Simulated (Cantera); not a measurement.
# Dilute partial oxidation

An isothermal, constant-pressure homogeneous reactor starts with CH3OH : O2 : N2 = 0.0062 : 0.0059 : 1 (molar parts), at 1125 K and 3.00 bar.

Cantera simulation using GRI-Mech 3.0 (53 species, 325 reactions); the numbers are that mechanism's predictions, not measurements. GRI-Mech 3.0 was tuned for natural gas; its chemistry of methanol as a main component is partial and can be far from experiment.

```tsv
t (s)	x CH3OH	x O2	x HCO	x CH3	x HO2
2.00e-6	0.00613	0.00583	<1e-12	4.93e-11	2.89e-11
1.35e-5	0.00613	0.00583	<1e-12	3.27e-10	8.36e-10
9.18e-5	0.00613	0.00583	<1e-12	1.94e-9	7.03e-9
0.000621	0.00613	0.00583	<1e-12	6.15e-9	5.58e-8
0.00421	0.00612	0.00583	<1e-12	6.14e-9	4.14e-7
0.0285	0.00608	0.00581	6.71e-11	2.67e-9	4.52e-6
0.193	4.48e-11	3.62e-9	2.14e-10	1.34e-9	5.31e-12
1.31	5.75e-12	1.92e-10	1.61e-11	1.77e-10	<1e-12
8.86	<1e-12	1.75e-11	2.38e-12	2.74e-11	<1e-12
60.0	<1e-12	<1e-12	<1e-12	5.49e-12	<1e-12
```
x: mole fraction; the columns are a selection and need not sum to one.

Equilibrium at this temperature and pressure: CH3OH <1e-12, O2 <1e-12, HCO <1e-12, CH3 <1e-12, HO2 <1e-12 (gas phase only).
